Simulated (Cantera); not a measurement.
**Moist CO burnout**

An isothermal, constant-pressure homogeneous reactor starts with 1.07 % CO, 8.22 % O2, 0.983 % H2O, 89.4 % N2, 0.322 % H2, at 1000 K and 100.0 Torr.

Model: GRI-Mech 3.0 (53 species, 325 reactions), integrated in Cantera. Radical loss at walls, strong at low pressure, is not modelled.

```
t (s)         x CO    x O2    x H2O      x OH     x N2O     x NO2
--------  --------  ------  -------  --------  --------  --------
8.00e-6     0.0107  0.0822  0.00983    <1e-12    <1e-12    <1e-12
2.15e-5     0.0107  0.0822  0.00983    <1e-12    <1e-12    <1e-12
5.76e-5     0.0107  0.0822  0.00983    <1e-12    <1e-12    <1e-12
0.000154    0.0107  0.0822  0.00983  2.46e-12    <1e-12    <1e-12
0.000414    0.0107  0.0822  0.00983  1.34e-11    <1e-12    <1e-12
0.00111     0.0107  0.0822  0.00983  1.05e-10    <1e-12    <1e-12
0.00298     0.0107  0.0822  0.00983   5.33e-9    <1e-12    <1e-12
0.00800     0.0105  0.0818   0.0102   8.35e-5  3.45e-10    <1e-12
0.0215     0.00588  0.0784   0.0129   7.05e-5   1.54e-8  3.72e-11
0.0576     0.00309  0.0772   0.0131   4.09e-5   3.05e-8  9.74e-11
0.154      0.00106  0.0763   0.0131   2.43e-5   4.53e-8  2.50e-10
0.414     0.000228  0.0759   0.0131   1.19e-5   5.54e-8  6.73e-10
1.11       3.44e-5  0.0758   0.0131   5.19e-6   6.03e-8   1.26e-9
2.98       4.19e-6  0.0758   0.0131   2.07e-6   6.21e-8   1.31e-9
8.00       4.57e-7  0.0758   0.0131   8.14e-7   6.26e-8  8.41e-10
```
x: mole fraction; the columns are a selection and need not sum to one.

Equilibrium at this temperature and pressure: CO 6.59e-12, O2 0.0758, H2O 0.0131, OH 5.36e-8, N2O 6.48e-10, NO2 2.38e-7 (gas phase only).
